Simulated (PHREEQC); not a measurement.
## Metal-bearing waste water

Consider water at 25 °C with 24 mmol/kgw CdCl2, 6.6 mmol/kgw ZnCl2 and 55 mmol/kgw NaF. Closed to the air; pH follows from the charge balance.

Equilibrium calculation in PHREEQC: ion-association model, wateq4f.dat.

| Property | Result |
|---|---|
| pH | 6.43 |
| ionic strength | 0.109 mol/kgw |

| species | molality | activity | log γ |
|---|---|---|---|
| Na+ | 0.0541 | 0.0420 | -0.109 |
| F- | 0.0506 | 0.0382 | -0.122 |
| Cl- | 0.0456 | 0.0345 | -0.121 |
| CdCl+ | 0.0125 | 0.00971 | -0.110 |
| Cd+2 | 0.00811 | 0.00295 | -0.440 |
| Zn+2 | 0.00499 | 0.00195 | -0.408 |
| CdF+ | 0.00183 | 0.00142 | -0.110 |

No solid was allowed to form.
